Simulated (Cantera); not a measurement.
A closed system holds: 1 mol SiCl4, 0.98 mol H2, at 330 Torr.

These are equilibrium values from Cantera (NASA tables, ideal gas, pure condensed phases), not measurements of a reactor. Candidate condensed phases: Si; 19 gas species. The tables' values for SiCl3 are old estimates; treat these amounts as uncertain. Kinetics and transport are ignored.

log p: log10 of the partial pressure in bar; nothing condenses.

```
T (K)  log p SiCl4  log p H2   log p HCl  log p SiHCl3  log p SiCl3
-----  -----------  --------  ----------  ------------  -----------
650          -0.66     -0.67       -2.71         -2.71        -7.15
700          -0.66     -0.67       -2.51         -2.51        -6.34
750          -0.66     -0.67       -2.34         -2.34        -5.63
800          -0.67     -0.68       -2.19         -2.19        -5.02
850          -0.67     -0.68       -2.06         -2.07        -4.47
900          -0.68     -0.68  (withheld)    (withheld)        -4.00
950          -0.68     -0.69       -1.85         -1.86        -3.57
1000         -0.69     -0.70  (withheld)    (withheld)        -3.19
1050         -0.70     -0.71       -1.67         -1.72        -2.86
```

### Question
Some entries are withheld; supply them.

### Answer

- 900, log p HCl: -1.95
- 900, log p SiHCl3: -1.96
- 1000, log p HCl: -1.76
- 1000, log p SiHCl3: -1.78
